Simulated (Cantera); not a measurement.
Feed: 1 mol H2S, 0.04 mol H2O, 7.2 mol H2, held at 2777 °C and 1330 Pa.

Cantera equilibrium calculation (NASA polynomials, part measured and part estimated; ideal gas, pure solids and liquids). Candidate condensed phases: H2O, H2SO4, S; 19 gas species. Equilibrium is a limit: real reactors are often held back by kinetics, nucleation or transport.

What is the equilibrium state?


* **x(H)**: 0.723
* **x(H2)**: 0.206
* **x(S)**: 0.0637
* **x(SH)**: 0.00373
* **x(O)**: 0.00122
* **x(S2)**: 0.000634
* **x(OH)**: 0.000573
* **x(SO)**: 0.000494
* **x(H2O)**: 0.000475
* **gas amount**: 14.44 mol
* **log10 activity of S(l) (absent)**: -4.42
